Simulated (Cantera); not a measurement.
An isothermal, constant-pressure homogeneous reactor starts with H2 : O2 : N2 = 0.77 : 1 : 0.59 (molar parts), at 750 K and 0.380 bar. Integrator tolerance rtol = 1e-08.

Detailed kinetics in Cantera: the H2/O2 subset of GRI-Mech 3.0, which has no nitrogen chemistry. Below about 950 K walls govern HO2 and H2O2 in real vessels. The temperature is held fixed by assumption; the heat of reaction is taken as removed at once.

**Question.** What does this change do: temperature 750 to 1275 K?

**Answer.** 
| quantity | before | after |
|---|---|---|
| x(H2) at 1.00 s | 0.326 (gas-phase equilibrium <1e-12) | 6.30e-8 (gas-phase equilibrium 6.30e-8) |
| x(O2) at 1.00 s | 0.424 (gas-phase equilibrium 0.311) | 0.311 (gas-phase equilibrium 0.311) |
| x(HO2) at 1.00 s | 1.04e-8 (gas-phase equilibrium 9.41e-12) | 6.13e-8 (gas-phase equilibrium 6.13e-8) |
| x(OH) at 1.00 s | <1e-12 (gas-phase equilibrium 4.78e-10) | 2.18e-5 (gas-phase equilibrium 2.18e-5) |
| x(O) at 1.00 s | <1e-12 (gas-phase equilibrium <1e-12) | 1.02e-7 (gas-phase equilibrium 1.02e-7) |
| x(H2O) at 1.00 s | 2.47e-9 (gas-phase equilibrium 0.390) | 0.390 (gas-phase equilibrium 0.390) |
